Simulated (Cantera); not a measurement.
An isothermal, constant-pressure homogeneous reactor starts with C₂H₆ : N₂ = 1 : 9.5 (molar parts), at 1375 K and 0.0940 bar. Integrator tolerance rtol = 1e-08.

Model: GRI-Mech 3.0 (53 species, 325 reactions), integrated in Cantera. GRI-Mech 3.0 stops at C3 and has no aromatics, soot or wall deposition, so with more carbon than oxygen in the feed, carbon stays in small species such as C2H2 where larger ones or solid carbon would form.

Task: What does this change do: pressure from 0.0940 bar to 0.0133 bar?

Result: 
| quantity | before | after |
|---|---|---|
| x(C₂H₆) at 50.0 s | 1.84e-6 (gas-phase equilibrium 2.26e-7) | 2.02e-6 (gas-phase equilibrium 5.04e-9) |
| x(C₂H₂) at 50.0 s | 0.0710 (gas-phase equilibrium 0.0402) | 0.0683 (gas-phase equilibrium 0.0416) |
| x(C₂H) at 50.0 s | 1.30e-9 (gas-phase equilibrium 9.31e-10) | 2.38e-9 (gas-phase equilibrium 2.52e-9) |
| x(CH₃) at 50.0 s | 8.66e-6 (gas-phase equilibrium 2.40e-6) | 2.36e-5 (gas-phase equilibrium 9.50e-7) |
| x(CH₄) at 50.0 s | 0.0192 (gas-phase equilibrium 0.00419) | 0.0274 (gas-phase equilibrium 0.000636) |
Radical loss at walls, strong at low pressure, is not modelled.

Task: What does this change do: temperature 1375 to 1175 K?

Result: 
| quantity | before | after |
|---|---|---|
| x(C₂H₆) at 50.0 s | 1.84e-6 (gas-phase equilibrium 2.26e-7) | 3.14e-5 (gas-phase equilibrium 1.06e-5) |
| x(C₂H₂) at 50.0 s | 0.0710 (gas-phase equilibrium 0.0402) | 0.0615 (gas-phase equilibrium 0.0314) |
| x(C₂H) at 50.0 s | 1.30e-9 (gas-phase equilibrium 9.31e-10) | 3.55e-11 (gas-phase equilibrium 5.62e-12) |
| x(CH₃) at 50.0 s | 8.66e-6 (gas-phase equilibrium 2.40e-6) | 1.11e-6 (gas-phase equilibrium 9.63e-7) |
| x(CH₄) at 50.0 s | 0.0192 (gas-phase equilibrium 0.00419) | 0.0144 (gas-phase equilibrium 0.0403) |
